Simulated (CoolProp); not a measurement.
A single-stage vapour-compression cycle with the fluid: evaporating at 203.15 K (dew point), condensing at 242.15 K (bubble point), superheat 8 K, subcooling 0 K, compressor efficiency 0.7, no pressure losses. The same conditions are run with several fluids, on thermodynamics alone (safety and materials aside).

Model: reference Helmholtz-energy equation of state of each fluid (nitrous oxide: Lemmon 2006; CH2F2 (R32): Tillner-Roth 1997; R143a: Lemmon and Jacobsen 2000; CH3F (R41): Lemmon 2006; hydrogen sulfide: Lemmon 2006; R13: Platzer 1990), in CoolProp. The equations of Platzer and Polt are older, rougher fits.

| fluid | cooling COP | pressure ratio | discharge temperature (K) | refrigerating effect (kJ/kg) | volumetric capacity (kJ/m³) |
|---|---|---|---|---|---|
| nitrous oxide | 2.88 | 4.68 | (withheld) | 289 | 2070 |
| CH2F2 (R32) | (withheld) | 7.27 | 356.0 | 345 | (withheld) |
| R143a | 3.09 | 6.90 | 290.5 | 196 | 287 |
| CH3F (R41) | 2.92 | 5.04 | (withheld) | 401 | (withheld) |
| hydrogen sulfide | 2.96 | 6.08 | 377.0 | 488 | 579 |
| R13 | 2.94 | 4.54 | 283.7 | 111 | 1250 |

**Question.** Some entries are withheld; supply them.

**Answer.** 
- nitrous oxide, discharge temperature (K): 334.3
- CH2F2 (R32), cooling COP: 2.97
- CH2F2 (R32), volumetric capacity (kJ/m³): 375
- CH3F (R41), discharge temperature (K): 340.6
- CH3F (R41), volumetric capacity (kJ/m³): 1280
